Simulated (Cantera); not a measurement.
Charge: 1 mol Si2Cl6, 0.96 mol Cl2, 88 mol H2, equilibrated at 1327 °C.

Method: chemical equilibrium by Gibbs-energy minimisation in Cantera with the NASA 1993 tables (ideal gas, pure condensed phases). Candidate condensed phases: Si; 19 gas species. The feed counts by its element totals alone. Kinetics and transport are ignored.

### Question
What share of the Si ends up in condensed phases as a function of P (Pa), at 100, 350, 1300, 4500, 16000, 56000, 200000?

### Answer
```csv
P (Pa),Si condensed (%),as
100,38.4,Si(s)
350,38.8,Si(s)
1300,38.9,Si(s)
4500,38.7,Si(s)
16000,38.3,Si(s)
56000,37.4,Si(s)
200000,35.1,Si(s)
```
